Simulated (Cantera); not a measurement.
Feed: 1 mol S, 0.038 mol H₂O, 5.8 mol O₂, 0.015 mol SO₂, held at 3.30 mbar.

Equilibrium computed with Cantera from the NASA thermochemical tables; the gas is ideal and each condensed phase is pure. Candidate condensed phases: H₂O, H₂SO₄, S; 19 gas species. Rates play no part.

### Question
At 2227 °C, list the 4 most abundant gas species with their mole fractions, and the condensed phases.

### Answer
O₂ 0.635, O 0.201, SO₂ 0.137, SO 0.0166. Condensed: gas only.
